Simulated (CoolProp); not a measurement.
Properties of octamethyltrisiloxane (MDM) along the isotherm 301.85 °C (Tc = 292.2 °C, pc = 1.438 MPa, ω = 0.528).

Values from CoolProp's reference Helmholtz-energy equation of state, Thol 2017.

```
p (MPa)          phase       Z  cv (kJ/(kg K))  speed of sound (m/s)
-------  -------------  ------  --------------  --------------------
0.0114             gas  0.9975           2.057                 143.0
0.0184             gas  0.9960           2.057                 142.8
0.0297             gas  0.9935           2.058                 142.5
0.0479             gas  0.9895           2.058                 141.9
0.0774             gas  0.9830           2.059                 141.0
0.125              gas  0.9723             [?]                 139.6
0.202              gas  0.9546           2.064                 137.1
0.327              gas  0.9246           2.068                 132.8
0.528              gas  0.8729           2.077                   [?]
0.852              gas  0.7770           2.094                 110.8
1.38               gas  0.5513           2.142                 75.54
2.22     supercritical  0.2649           2.148                 126.6
3.59     supercritical  0.3737           2.130                   [?]
```

### Question
Complete the blanks.

### Answer

- 0.125, cv (kJ/(kg K)): 2.061
- 0.528, speed of sound (m/s): 125.3
- 3.59, speed of sound (m/s): 207.9
